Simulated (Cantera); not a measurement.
Feed: 1 mol c-C4F8, 0.098 mol H2, equilibrated at 1925 °C and 26000 Pa.

Equilibrium computed with Cantera from the NASA thermochemical tables; the gas is ideal and each condensed phase is pure. The feed counts by its element totals alone. The tables' values for C2F4 are old estimates; treat these amounts as uncertain. Gases not in the tables: C2F6 and larger saturated fluorocarbons. Kinetics and transport are ignored.

```tsv
species	before	after
CF4	0.799	0.431
CF2	0.0866	0.324
F	0.0164	0.161
CF3	0.0116	0.0165
HF	0.0859	0.0649
CF	0.000184	0.00182
C2F4	2.14e-5	1.15e-5
C(graphite), mol	1.95	1.66
```
Gas species are given as mole fractions.

Which change was made?
A. H2 from 0.098 to 4.7 mol
B. pressure from 26000 Pa to 6.00 Pa
C. pressure from 26000 Pa to 1000 Pa
D. H2 from 0.098 to 0.63 mol

C, pressure from 26000 Pa to 1000 Pa
